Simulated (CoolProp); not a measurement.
Properties of propylene glycol at several states (Tc = 400.8 °C, pc = 7.292 MPa, ω = 0.327).

The numbers come from the reference Helmholtz-energy equation of state, Eisenbach 2021 in CoolProp.

| T (°C) | p (MPa) | phase | Joule-Thomson coefficient (K/MPa) | isothermal compressibility (1/MPa) |
|---|---|---|---|---|
| 6.15 | 0.306 | liquid | -0.3217 | ___ |
| 330.75 | 9.26 | liquid | ___ | ___ |
| 27.05 | 0.165 | liquid | ___ | ___ |

Task: Some entries are withheld; supply them.

Result: 
- 6.15, isothermal compressibility (1/MPa): 0.0004495
- 330.75, Joule-Thomson coefficient (K/MPa): 0.1329
- 330.75, isothermal compressibility (1/MPa): 0.004469
- 27.05, Joule-Thomson coefficient (K/MPa): -0.3016
- 27.05, isothermal compressibility (1/MPa): 0.0004928
